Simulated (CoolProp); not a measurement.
A Linde-Hampson liquefier for ethane: isothermal reversible compression at 320 K from 1 atm to 10 MPa, throttling to 1 atm, return gas leaving the recuperator 10 K below the feed. Each further row changes one setting.

Model: reference Helmholtz-energy equation of state, Bücker 2006, in CoolProp.

```json
[
 {"case": "as stated", "liquid yield per pass": "…", "compression work (kJ/kg of gas)": "338"},
 {"case": "high pressure 20 MPa", "liquid yield per pass": "…", "compression work (kJ/kg of gas)": "…"},
 {"case": "warm-end temperature 350 K", "liquid yield per pass": "…", "compression work (kJ/kg of gas)": "…"},
 {"case": "warm-end gap 15 K", "liquid yield per pass": "…", "compression work (kJ/kg of gas)": "338"}
]
```

Q: What belongs in the gaps?

A: 
- as stated, liquid yield per pass: 0.418
- high pressure 20 MPa, liquid yield per pass: 0.451
- high pressure 20 MPa, compression work (kJ/kg of gas): 366
- warm-end temperature 350 K, liquid yield per pass: 0.270
- warm-end temperature 350 K, compression work (kJ/kg of gas): 395
- warm-end gap 15 K, liquid yield per pass: 0.410
